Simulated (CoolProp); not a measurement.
Properties of R143a along the isotherm 212.95 °C (Tc = 72.7 °C, pc = 3.762 MPa, ω = 0.261).

The numbers come from the reference Helmholtz-energy equation of state, Lemmon and Jacobsen 2000 in CoolProp.

| p (MPa) | phase | cv (kJ/(kg K)) | Joule-Thomson coefficient (K/MPa) | Prandtl number | fugacity coefficient |
|---|---|---|---|---|---|
| 0.119 | gas | 1.159 | 4.422 | 0.612 | 0.9967 |
| 0.201 | gas | 1.160 | 4.423 | 0.614 | 0.9944 |
| 0.339 | gas | 1.161 | 4.424 | 0.617 | 0.9906 |
| 0.572 | gas | 1.162 | 4.426 | 0.622 | 0.9841 |
| 0.965 | gas | 1.165 | 4.428 | 0.631 | 0.9734 |
| 1.63 | gas | 1.169 | 4.423 | 0.647 | 0.9555 |
| 2.75 | gas | 1.177 | 4.394 | 0.679 | 0.9262 |
| 4.64 | supercritical | 1.188 | 4.269 | 0.743 | 0.8794 |
| 7.83 | supercritical | 1.204 | 3.795 | 0.885 | 0.8088 |
| 13.2 | supercritical | 1.220 | 2.452 | 1.15 | 0.7173 |
| 22.3 | supercritical | 1.232 | 0.8719 | 1.43 | 0.6353 |
| 37.6 | supercritical | 1.246 | 0.1113 | 1.65 | 0.6119 |

Viscosity comes from a separate model (Klein 1997), an estimate that may be off by 10 % or more. Thermal conductivity comes from a separate model (McLinden 2000), an estimate that may be off by 10 % or more.
